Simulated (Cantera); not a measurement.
Hydrocarbon pyrolysis for carbon deposition

An isothermal, constant-pressure homogeneous reactor starts with 6.81 % CH4, 93.2 % N2, at 1975 K and 9.00 Torr.

Detailed kinetics in Cantera: GRI-Mech 3.0 (53 species, 325 reactions). GRI-Mech 3.0 stops at C3 and has no aromatics, soot or wall deposition, so with more carbon than oxygen in the feed, carbon stays in small species such as C2H2 where larger ones or solid carbon would form. Radical loss at walls, strong at low pressure, is not modelled.

| t (s) | x CH4 | x CH2 | x C2H6 | x H | x C2H4 |
|---|---|---|---|---|---|
| 0.000400 | 0.0678 | 7.65e-8 | 9.12e-9 | 7.39e-6 | 4.78e-7 |
| 0.000970 | 0.0674 | 3.81e-7 | 7.78e-8 | 8.46e-6 | 7.89e-6 |
| 0.00235 | 0.0663 | 1.80e-6 | 5.23e-7 | 1.52e-5 | 0.000112 |
| 0.00570 | 0.0613 | 7.34e-6 | 2.75e-6 | 5.74e-5 | 0.00121 |
| 0.0138 | 0.0394 | 1.60e-5 | 5.46e-6 | 0.000260 | 0.00336 |
| 0.0335 | 0.0146 | 1.22e-5 | 1.50e-6 | 0.000537 | 0.000576 |
| 0.0812 | 0.00396 | 7.04e-6 | 1.94e-7 | 0.000821 | 5.93e-5 |
| 0.197 | 0.000764 | 3.22e-6 | 1.38e-8 | 0.00125 | 4.35e-6 |
| 0.478 | 0.000114 | 1.05e-6 | 5.43e-10 | 0.00183 | 5.15e-7 |
| 1.16 | 9.34e-6 | 1.79e-7 | 6.14e-12 | 0.00261 | 3.15e-7 |
| 2.81 | 3.19e-7 | 1.11e-8 | <1e-12 | 0.00348 | 2.84e-7 |
| 6.81 | 1.87e-7 | 7.90e-9 | <1e-12 | 0.00383 | 2.75e-7 |
| 16.5 | 1.84e-7 | 7.85e-9 | <1e-12 | 0.00385 | 2.74e-7 |
| 40.0 | 1.90e-7 | 8.10e-9 | <1e-12 | 0.00385 | 2.74e-7 |
x: mole fraction; the columns are a selection and need not sum to one.

Equilibrium at this temperature and pressure: CH4 4.93e-7, CH2 2.10e-8, C2H6 <1e-12, H 0.00385, C2H4 5.68e-8 (gas phase only).
